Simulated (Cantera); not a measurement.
A perfectly stirred reactor is fed with C₃H₈ : H₂ = 1 : 62 (molar parts), at 0.000375 atm; it is held at 1300 K, and followed from long to short residence time.

Detailed kinetics in Cantera: GRI-Mech 3.0 (53 species, 325 reactions). GRI-Mech 3.0 was tuned for natural gas; its chemistry of propane as a main component is partial and can be far from experiment. GRI-Mech 3.0 stops at C3 and has no aromatics, soot or wall deposition, so with more carbon than oxygen in the feed, carbon stays in small species such as C2H2 where larger ones or solid carbon would form. Radical loss at walls, strong at low pressure, is not modelled.

Task: What does this change do: temperature 1300 to 1623 K?

Result: 
```
quantity                  before     after
----------------------  --------  --------
x(C₃H₈) at τ = 20.0 s    7.05e-5   3.19e-6
x(H₂) at τ = 20.0 s        0.968     0.969
x(H) at τ = 20.0 s      0.000353   0.00246
x(CH₂) at τ = 20.0 s     2.45e-8   1.08e-6
x(C₂H) at τ = 20.0 s     2.03e-9   1.68e-7
x(C₃H₈) at τ = 0.150 s   0.00417  0.000339
x(H₂) at τ = 0.150 s       0.972     0.963
x(H) at τ = 0.150 s     0.000626   0.00339
x(CH₂) at τ = 0.150 s    1.62e-7   3.46e-6
x(C₂H) at τ = 0.150 s   2.42e-10   1.19e-7
```

Task: What does this change do: temperature 1300 to 1423 K?

Result: 
```json
[
 {"quantity": "x(C₃H₈) at τ = 20.0 s", "before": "7.05e-5", "after": "1.71e-5"},
 {"quantity": "x(H₂) at τ = 20.0 s", "before": "0.968", "after": "0.968"},
 {"quantity": "x(H) at τ = 20.0 s", "before": "0.000353", "after": "0.000924"},
 {"quantity": "x(CH₂) at τ = 20.0 s", "before": "2.45e-8", "after": "1.83e-7"},
 {"quantity": "x(C₂H) at τ = 20.0 s", "before": "2.03e-9", "after": "1.57e-8"},
 {"quantity": "x(C₃H₈) at τ = 0.150 s", "before": "0.00417", "after": "0.00145"},
 {"quantity": "x(H₂) at τ = 0.150 s", "before": "0.972", "after": "0.968"},
 {"quantity": "x(H) at τ = 0.150 s", "before": "0.000626", "after": "0.00143"},
 {"quantity": "x(CH₂) at τ = 0.150 s", "before": "1.62e-7", "after": "6.28e-7"},
 {"quantity": "x(C₂H) at τ = 0.150 s", "before": "2.42e-10", "after": "6.36e-9"}
]
```
